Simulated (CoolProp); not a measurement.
Vapour-liquid equilibrium of dimethyl ether (1) + n-hexane (2) at 230.1 K; x and y are mole fractions of (1).

Model: multi-fluid Helmholtz-energy mixture model, Wu 2011 and Thol 2019; pair parameters Bell 2016, in CoolProp.

### Question
Give the bubble pressure and the first vapour's composition at x = 0.5, 0.575, 0.65. Is there an azeotrope?

### Answer
x = 0.5: 0.2734 bar, y = 0.992; x = 0.575: 0.2951 bar, y = 0.993; x = 0.65: 0.3151 bar, y = 0.994. No azeotrope shows between x = 0.05 and 0.95.

Pair parameters are fitted to limited data, so mixtures are less certain than the pure fluids. With so large a gap from Raoult's law the liquid may split in two, which this calculation doesn't test in full.
